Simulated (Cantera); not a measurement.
Input (Python, Cantera) and output of one run.

```python
import numpy as np
import cantera as ct

gas_names = [...]  # 45 gases of nasa_gas.yaml made of Al, Cl, H, N, O
cond_names = """
    AL(cr) AL(L) ALCL3(s) ALCL3(L) ALN(s) AL2O3(a) AL2O3(L) H2O(s) H2O(L) NH4CL(a) NH4CL(b)
""".split()


# ... load() reads the species with a 1 bar reference pressure and builds the phases ...
atoms = {
    'Al2O3': {'AL': 2, 'O': 3},
    'HCl': {'H': 1, 'CL': 1},
    'N2': {'N': 2},
}
top_T = {'ALN(s)': 2750}  # K; cautious upper limits of use, not melting points


# ... equilibrate(T, P, feed) seeds the gas with the atoms and calls Mixture.equilibrate('TP', solver="vcs", rtol=1e-11, max_steps=5000) ...
results = []
feed = {'Al2O3': 1, 'HCl': 0.59, 'N2': 0.098}  # mol
T = 975  # K
P = 13332.2  # Pa
mix = equilibrate(T, P, feed)
results.append((T, P, feed, dict(zip(mix.species_names, mix.species_moles))))
print(gas.report(threshold=1e-06))
for i in range(1, mix.n_phases):
    print(f"{mix.phase(i).name:16s} {mix.phase_moles(i):12.5e} mol")
```

Result:

```
       temperature   975 K
          pressure   13332 Pa
           density   0.057999 kg/m^3
  mean mol. weight   35.266 kg/kmol
   phase of matter   gas

                          1 kg             1 kmol
                     ---------------   ---------------
          enthalpy       -1.6717e+06       -5.8953e+07  J
   internal energy       -1.9015e+06       -6.7059e+07  J
           entropy            6892.5        2.4307e+05  J/K
    Gibbs function       -8.3919e+06       -2.9595e+08  J
 heat capacity c_p            897.55             31653  J/K
 heat capacity c_v            661.78             23338  J/K

                      mass frac. Y      mole frac. X     chem. pot. / RT
                     ---------------   ---------------   ---------------
             ALCL3        0.00060182        0.00015918           -125.24
                CL        1.2992e-06        1.2924e-06           -21.804
               CL2        6.3866e-06        3.1767e-06           -43.608
               HCL           0.88611           0.85714            -37.77
                H2        2.1854e-07        3.8229e-06           -31.932
               H2O        0.00012197        0.00023877           -64.971
                N2           0.11316           0.14245            -28.76
     [  +38 minor]        3.6281e-09        4.8741e-10

AL(L)             0.00000e+00 mol
ALCL3(L)          0.00000e+00 mol
ALN(s)            0.00000e+00 mol
AL2O3(a)          9.99945e-01 mol
```

These are equilibrium values from Cantera (NASA tables, ideal gas, pure condensed phases), not measurements of a reactor. Condensed phases not in the tables: AlOCl.
